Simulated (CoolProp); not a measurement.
Hydrogen chloride along the isobar 0.64 MPa: Z from the reference equation and from simpler models built on Tc = 324.7 K, pc = 8.314 MPa, ω = 0.130; each cubic takes its own stable root.

Model: reference Helmholtz-energy equation of state, Thol 2018, in CoolProp.

| T (K) | phase | reference | Pitzer virial | van der Waals | Soave-Redlich-Kwong |
|---|---|---|---|---|---|
| 241.4 | gas | 0.9189 | 0.9322 | 0.9521 | 0.9342 |
| 257.4 | gas | 0.9360 | 0.9447 | 0.9589 | 0.9456 |
| 273.4 | gas | 0.9483 | 0.9542 | 0.9645 | 0.9546 |
| 289.4 | gas | 0.9574 | 0.9618 | 0.9691 | 0.9618 |
| 305.4 | gas | 0.9643 | 0.9678 | 0.9729 | 0.9676 |
| 321.4 | gas | 0.9698 | 0.9727 | 0.9761 | 0.9724 |
| 337.4 | gas | 0.9741 | 0.9767 | 0.9788 | 0.9764 |
| 353.4 | gas | 0.9776 | 0.9800 | 0.9812 | 0.9798 |
| 369.4 | gas | 0.9805 | 0.9827 | 0.9832 | 0.9826 |
